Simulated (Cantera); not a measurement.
Input: 1 mol Fe2O3, a varied amount of CH4, 0.93 mol N2, held at 2600 K and 0.430 bar.

These are equilibrium values from Cantera (NASA tables, ideal gas, pure condensed phases), not measurements of a reactor. Candidate condensed phases: C, C6H6, C7H8, C8H18, Fe, Fe(CO)5, FeO, Fe(OH)2, Fe(OH)3, Fe2O3, Fe3O4, H2O; 140 gas species. Each liquid is taken as pure. Mutual solubility and eutectic melting of coexisting phases are not modelled. The tables' stoichiometric FeO is somewhat more stable than real wüstite, so its field is too wide. FeO: taken at fixed stoichiometry. Kinetics and transport are ignored.

### Question
What share of the Fe ends up in condensed phases as a function of n(CH4) (mol), at 0.5, 0.63, 0.79, 1, 1.3, 1.6, 2?

### Answer
| n(CH4) (mol) | Fe condensed (%) | as |
|---|---|---|
| 0.5 | 92.3 | FeO(l) |
| 0.63 | 86.1 | FeO(l) |
| 0.79 | 77.1 | FeO(l) |
| 1 | 66.5 | Fe(l) + FeO(l) |
| 1.3 | 58.8 | Fe(l) + FeO(l) |
| 1.6 | 51.1 | Fe(l) + FeO(l) |
| 2 | 41.7 | Fe(l) |
